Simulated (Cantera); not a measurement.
What does this Cantera script print?

```python
import numpy as np
import cantera as ct

gas = ct.Solution("gri30.yaml")
gas.TPX = 675, 500000, {'H2': 1, 'O2': 0.278, 'N2': 1.04}
inlet = ct.Reservoir(gas, clone=True)
gas.equilibrate("HP")  # start burning
reactor = ct.IdealGasConstPressureReactor(gas, energy="on", clone=False)
exhaust = ct.Reservoir(gas, clone=True)
tau = [0.27, 0.11, 0.043, 0.017, 0.0068, 0.0027, 0.0011, 0.00044, 0.00017, 7e-05, 2.8e-05, 1.1e-05][0]
for a, b in ((inlet, reactor), (reactor, exhaust)):
    ct.MassFlowController(a, b, mdot=lambda t: reactor.mass / tau)
net = ct.ReactorNet([reactor])
show = ['H2', 'O2', 'NO', 'H', 'O', 'HO2']

rows = []
print(f"{'tau/s':>10s}{'T/K':>9s}" + "".join(f"{s:>11s}" for s in show))
for tau in [0.27, 0.11, 0.043, 0.017, 0.0068, 0.0027, 0.0011, 0.00044, 0.00017, 7e-05, 2.8e-05, 1.1e-05]:
    net.initial_time = 0.0
    net.advance(30 * tau)
    before = gas.X
    net.advance(40 * tau)
    drift = np.max(np.abs(gas.X - before) / (gas.X + 1e-9))
    rows.append([gas.T, *gas[show].X, drift])
    print(f"{tau:10.3e}{gas.T:9.1f}" + "".join(f"{x:11.3e}" for x in gas[show].X))
```

Output:

```
     tau/s      T/K         H2         O2         NO          H          O        HO2
 2.700e-01   2427.8  2.158e-01  6.803e-06  8.247e-05  3.833e-03  1.081e-05  1.146e-08
 1.100e-01   2427.5  2.157e-01  8.649e-06  8.120e-05  3.880e-03  1.108e-05  1.264e-08
 4.300e-02   2426.6  2.157e-01  1.332e-05  7.812e-05  4.001e-03  1.180e-05  1.575e-08
 1.700e-02   2424.4  2.155e-01  2.411e-05  7.179e-05  4.289e-03  1.358e-05  2.352e-08
 6.800e-03   2419.6  2.153e-01  4.674e-05  6.156e-05  4.929e-03  1.798e-05  4.274e-08
 2.700e-03   2409.6  2.146e-01  9.034e-05  4.989e-05  6.246e-03  2.889e-05  9.155e-08
 1.100e-03   2391.9  2.136e-01  1.656e-04  4.100e-05  8.561e-03  5.397e-05  2.093e-07
 4.400e-04   2362.3  2.118e-01  3.018e-04  3.516e-05  1.242e-02  1.119e-04  4.930e-07
 1.700e-04   2314.5  2.091e-01  5.644e-04  3.152e-05  1.856e-02  2.434e-04  1.140e-06
 7.000e-05   2249.1  2.056e-01  1.025e-03  2.934e-05  2.680e-02  4.878e-04  2.353e-06
 2.800e-05   2155.0  2.011e-01  1.935e-03  2.705e-05  3.826e-02  9.368e-04  4.860e-06
 1.100e-05   2028.0  1.966e-01  3.822e-03  2.292e-05  5.262e-02  1.650e-03  1.054e-05
```

Computed with Cantera and GRI-Mech 3.0 (53 species, 325 reactions). The hydrogen kinetics of GRI-Mech 3.0 are dated; newer H2 mechanisms differ, most at raised pressure.
